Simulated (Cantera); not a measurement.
Feed: 1 mol Si, 0.0017 mol H₂O, 5.4 mol H₂, equilibrated at 0.420 Pa.

These are equilibrium values from Cantera (NASA tables, ideal gas, pure condensed phases), not measurements of a reactor. Candidate condensed phases: H₂O, Si, SiO₂; 18 gas species. Rates play no part.

At 1377 °C, list the 4 most abundant gas species with their mole fractions, and the condensed phases.

H₂ 0.894, Si 0.0638, H 0.0419, SiO 0.000288. Condensed: Si(s).
